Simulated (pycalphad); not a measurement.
Phase fractions of Al-3.173Mn-9.712Si (wt.%)

All values are pycalphad results on the COST 507 light-alloy database (1999) (1 atm), not direct measurements. The database dates from 1999; later assessments differ in places, in temperatures and in the compounds included. Amounts are mole fractions of atoms.

| T (K) | LIQUID | ALMNSI_ALPHA | FCC_A1 | DIAMOND_A4 |
|---|---|---|---|---|
| 1010 | 1.000 | - | - | - |
| 930 | 0.949 | 0.051 | - | - |
| 850 | 0.669 | 0.084 | 0.247 | - |
| 770 | - | 0.091 | ? | ? |
| 690 | - | 0.091 | ? | ? |
| 610 | - | 0.091 | 0.826 | 0.083 |
| 530 | - | 0.091 | 0.825 | 0.084 |

**Question.** Fill in the missing entries.

**Answer.** 
- 770, FCC_A1: 0.831
- 770, DIAMOND_A4: 0.078
- 690, FCC_A1: 0.827
- 690, DIAMOND_A4: 0.081

Database names, with the compositions (at.%) that they take in these runs: ALMNSI_ALPHA: Al 70 Mn 17 Si 12. FCC_A1 is fcc; DIAMOND_A4 is diamond (Si).
